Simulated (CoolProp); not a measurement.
Computed with CoolProp (reference Helmholtz-energy equation of state, Zhou 2011).

Problem. For dimethyl carbonate, give the phase and the Z, Joule-Thomson coefficient (K/MPa), fugacity coefficient at 136.35 °C and 5090 kPa.

Solution. 
- 136.35 °C and 5090 kPa: liquid; Z 0.147, Joule-Thomson coefficient -0.174, fugacity coefficient 0.0765
